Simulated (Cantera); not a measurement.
Cantera run:

```python
import numpy as np
import cantera as ct

gas_names = [...]  # 123 gases of nasa_gas.yaml made of C, H, O, Si
cond_names = """
    C(gr) C6H6(L) C7H8(L) C8H18(L),n-octa H2O(s) H2O(L) Si(cr) Si(L) SiC(b) SiO2(Lqz) SiO2(hqz) SiO2(L)
""".split()


# ... load() reads the species with a 1 bar reference pressure and builds the phases ...
atoms = {
    'TEOS': {'Si': 1, 'C': 8, 'H': 20, 'O': 4},
    'CO2': {'C': 1, 'O': 2},
}
top_T = {'C(gr)': 4500, 'SiC(b)': 3050}  # K; cautious upper limits of use, not melting points


# ... equilibrate(T, P, feed) seeds the gas with the atoms and calls Mixture.equilibrate('TP', solver="vcs", rtol=1e-11, max_steps=5000) ...
results = []
feed = {'TEOS': 1, 'CO2': 5.5}  # mol
P = 19  # Pa
for T in [950, 1000, 1050, 1100, 1150, 1200, 1250, 1300, 1350, 1400, 1450, 1500, 1550]:
    mix = equilibrate(T, P, feed)
    results.append((T, P, feed, dict(zip(mix.species_names, mix.species_moles))))
    x = sorted(zip(gas.X, gas.species_names), reverse=True)
    print(f"T = {T:g} K  P = {P:g} Pa  gas = {mix.phase_moles(0):.4g} mol")
    print("   x: " + "  ".join(f"{s} {v:.3e}" for v, s in x if v > 1e-05))
    print("   condensed (mol): " + ("  ".join(f"{mix.phase(i).name} {mix.phase_moles(i):.4g}"
          for i in range(1, mix.n_phases) if mix.phase_moles(i) > 1e-12) or "none"))
```

Result:

```
T = 950 K  P = 19 Pa  gas = 23 mol
   x: CO 5.651e-01  H2 4.348e-01  CO2 1.015e-04  H2O 4.360e-05
   condensed (mol): C(gr) 0.5032  SiO2(hqz) 1
T = 1000 K  P = 19 Pa  gas = 23 mol
   x: CO 5.652e-01  H2 4.348e-01  CO2 3.443e-05  H2O 1.845e-05
   condensed (mol): C(gr) 0.5011  SiO2(hqz) 1
T = 1050 K  P = 19 Pa  gas = 23 mol
   x: CO 5.652e-01  H2 4.348e-01  CO2 1.298e-05
   condensed (mol): C(gr) 0.5004  SiO2(hqz) 1
T = 1100 K  P = 19 Pa  gas = 23 mol
   x: CO 5.652e-01  H2 4.348e-01
   condensed (mol): C(gr) 0.5002  SiO2(hqz) 1
T = 1150 K  P = 19 Pa  gas = 23 mol
   x: CO 5.652e-01  H2 4.348e-01
   condensed (mol): C(gr) 0.5  SiO2(hqz) 0.9999
T = 1200 K  P = 19 Pa  gas = 23 mol
   x: CO 5.652e-01  H2 4.347e-01  SiO 5.877e-05
   condensed (mol): C(gr) 0.4987  SiO2(hqz) 0.9986
T = 1250 K  P = 19 Pa  gas = 23.35 mol
   x: CO 5.711e-01  H2 4.282e-01  SiO 6.349e-04  H 2.295e-05
   condensed (mol): SiC(b) 0.1617  SiO2(hqz) 0.8234
T = 1300 K  P = 19 Pa  gas = 23.45 mol
   x: CO 5.698e-01  H2 4.264e-01  SiO 3.764e-03  H 5.241e-05
   condensed (mol): SiC(b) 0.1373  SiO2(hqz) 0.7745
T = 1350 K  P = 19 Pa  gas = 23.96 mol
   x: CO 5.630e-01  H2 4.173e-01  SiO 1.957e-02  H 1.117e-04
   condensed (mol): SiC(b) 0.01041  SiO2(hqz) 0.5208
T = 1400 K  P = 19 Pa  gas = 24 mol
   x: CO 5.624e-01  H2 4.165e-01  SiO 2.084e-02  H 2.277e-04
   condensed (mol): SiO2(hqz) 0.4997
T = 1450 K  P = 19 Pa  gas = 24.01 mol
   x: CO 5.623e-01  H2 4.163e-01  SiO 2.089e-02  H 4.427e-04  H2O 4.022e-05  CO2 2.284e-05
   condensed (mol): SiO2(hqz) 0.4985
T = 1500 K  P = 19 Pa  gas = 24.02 mol
   x: CO 5.620e-01  H2 4.158e-01  SiO 2.109e-02  H 8.235e-04  H2O 1.779e-04  CO2 9.291e-05
   condensed (mol): SiO2(hqz) 0.4935
T = 1550 K  P = 19 Pa  gas = 24.04 mol
   x: CO 5.612e-01  H2 4.145e-01  SiO 2.183e-02  H 1.471e-03  H2O 6.934e-04  CO2 3.357e-04
   condensed (mol): SiO2(hqz) 0.4753
```

Method: chemical equilibrium by Gibbs-energy minimisation in Cantera with the NASA 1993 tables (ideal gas, pure condensed phases). The feed counts by its element totals alone. Mutual solubility and eutectic melting of coexisting phases are not modelled. The tables hold silica as quartz up to 1696 K and as liquid above; real silica turns to tridymite and cristobalite and melts near 1996 K.
